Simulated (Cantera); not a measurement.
# Reactions in the system Ca-F-H

Source: NASA polynomial tables (part measured, part estimated), evaluated in Cantera. Values are per mole of reaction as written; species without (g) are pure solids or liquids, kept so even where they would boil at 1 bar.

2 F(g) + Ca = CaF2

```tsv
T (K)	ΔH° (kJ)	ΔS° (J/K)	ΔG° (kJ)	log10 K	condensed phases
300	-1384.7	-291.5	-1297.2	225.87	Ca(s), CaF2(s)
1173	-1386.8	-291.8	-1044.5	46.51	Ca(l), CaF2(s)
1223	-1386.0	-291.1	-1030.0	43.99	Ca(l), CaF2(s)
1273	-1385.1	-290.4	-1015.4	41.67	Ca(l), CaF2(s)
1323	-1384.1	-289.6	-1000.9	39.52	Ca(l), CaF2(s)
1373	-1383.0	-288.8	-986.5	37.53	Ca(l), CaF2(s)
1423	-1381.8	-288.0	-972.1	35.68	Ca(l), CaF2(s)
```

CaF2 + 2 H(g) = Ca(g) + 2 HF(g)

| T (K) | ΔH° (kJ) | ΔS° (J/K) | ΔG° (kJ) | log10 K |
|---|---|---|---|---|
| 300 | 422.5 | 204.2 | 361.3 | -62.90 |
| 1173 | 384.0 | 147.2 | 211.3 | -9.41 |
| 1223 | 381.2 | 144.9 | 204.0 | -8.71 |
| 1273 | 378.4 | 142.7 | 196.8 | -8.07 |
| 1323 | 375.5 | 140.4 | 189.7 | -7.49 |
| 1373 | 372.5 | 138.2 | 182.7 | -6.95 |
| 1423 | 369.5 | 136.1 | 175.9 | -6.46 |
